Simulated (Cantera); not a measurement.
A diamond (100) surface in a fixed gas of H2 with x(CH4) = 0.015, x(CH3) = 0.00037, at 1023 K, 0.0430 bar; coverages are run to steady state.

Computed with Cantera and the Harris–Goodwin 1993 mechanism for the reconstructed diamond (100) surface.

One state of this run: growth (µm/h) = 4.19; θ c6HH = 0.475; θ c6H* = 0.0161; θ c6*H = 0.310; θ c6** = 0.00697; θ c6HM = 0.136. θ: site fractions in the mechanism's names (c6HH fully hydrogenated, c6H* and c6*H radical sites, c6** diradical, c6HM methylated).

Q: Which value of x(H) does it belong to?
A. 0.053
B. 0.0006
C. 0.13
D. 0.00025

A: B, 0.0006
